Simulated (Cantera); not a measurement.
A perfectly stirred reactor is fed with 8.12 % H2, 21.4 % O2, 70.5 % N2, equivalence ratio 0.19, at 13300 Pa; it is held at 1000 K, and followed from long to short residence time.

Model: the H2/O2 subset of GRI-Mech 3.0, which has no nitrogen chemistry, integrated in Cantera. Radical loss at walls, strong at low pressure, is not modelled. The temperature is held fixed by assumption; the heat of reaction is taken as removed at once.

x: mole fraction; the columns are a selection and need not sum to one.

```csv
τ (s),x H2,x O2,x H,x HO2,x H2O2
0.44,0.000794,0.181,2.19e-5,9.40e-6,7.45e-7
0.18,0.00132,0.181,5.31e-5,1.23e-5,8.90e-7
0.071,0.00219,0.181,0.000133,1.54e-5,1.04e-6
0.029,?,0.181,?,?,?
0.012,?,0.182,?,?,1.30e-6
0.0047,0.00907,0.183,0.00178,2.26e-5,1.40e-6
0.0019,0.0144,0.185,0.00388,2.34e-5,1.43e-6
0.00077,0.0229,0.188,0.00743,2.32e-5,1.34e-6
0.00031,0.0366,0.194,0.0109,2.19e-5,1.11e-6
0.00013,0.0573,0.203,0.00885,1.94e-5,6.82e-7
```

Task: What belongs in the gaps?

Result: 
- 0.029, x H2: 0.00353
- 0.029, x H: 0.000319
- 0.029, x HO2: 1.83e-5
- 0.029, x H2O2: 1.18e-6
- 0.012, x H2: 0.00559
- 0.012, x H: 0.000745
- 0.012, x HO2: 2.07e-5
